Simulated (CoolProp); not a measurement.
Vapour-liquid equilibrium of propane (1) + n-pentane (2) at -16.65 °C; x and y are mole fractions of (1).

The numbers come from the multi-fluid Helmholtz-energy mixture model, Lemmon 2009 and Thol 2019; pair parameters Kunz 2012 in CoolProp.

```json
[
 {"x": "0.05", "bubble pressure (MPa)": "0.02795", "y at the bubble point": "0.628", "dew pressure at overall composition x (MPa)": "0.01137", "liquid density (mol/L)": "9.251"},
 {"x": "0.15", "bubble pressure (MPa)": "0.05909", "y at the bubble point": "0.838", "dew pressure at overall composition x (MPa)": "0.01267", "liquid density (mol/L)": "9.461"},
 {"x": "0.25", "bubble pressure (MPa)": "0.08725", "y at the bubble point": "0.900", "dew pressure at overall composition x (MPa)": "0.01431", "liquid density (mol/L)": "9.716"},
 {"x": "0.35", "bubble pressure (MPa)": "0.1135", "y at the bubble point": "0.931", "dew pressure at overall composition x (MPa)": "0.01644", "liquid density (mol/L)": "10.01"},
 {"x": "0.45", "bubble pressure (MPa)": "0.1386", "y at the bubble point": "0.950", "dew pressure at overall composition x (MPa)": "0.01930", "liquid density (mol/L)": "10.35"},
 {"x": "0.55", "bubble pressure (MPa)": "0.1629", "y at the bubble point": "0.964", "dew pressure at overall composition x (MPa)": "0.02337", "liquid density (mol/L)": "10.72"},
 {"x": "0.65", "bubble pressure (MPa)": "0.1870", "y at the bubble point": "0.974", "dew pressure at overall composition x (MPa)": "0.02960", "liquid density (mol/L)": "11.11"},
 {"x": "0.75", "bubble pressure (MPa)": "0.2112", "y at the bubble point": "0.982", "dew pressure at overall composition x (MPa)": "0.04033", "liquid density (mol/L)": "11.52"},
 {"x": "0.85", "bubble pressure (MPa)": "0.2358", "y at the bubble point": "0.990", "dew pressure at overall composition x (MPa)": "0.06301", "liquid density (mol/L)": "11.93"},
 {"x": "0.95", "bubble pressure (MPa)": "0.2617", "y at the bubble point": "0.997", "dew pressure at overall composition x (MPa)": "0.1383", "liquid density (mol/L)": "12.31"}
]
```

No azeotrope shows between x = 0.05 and 0.95.

The pair parameters rest on a limited set of measurements; away from them the model extrapolates.
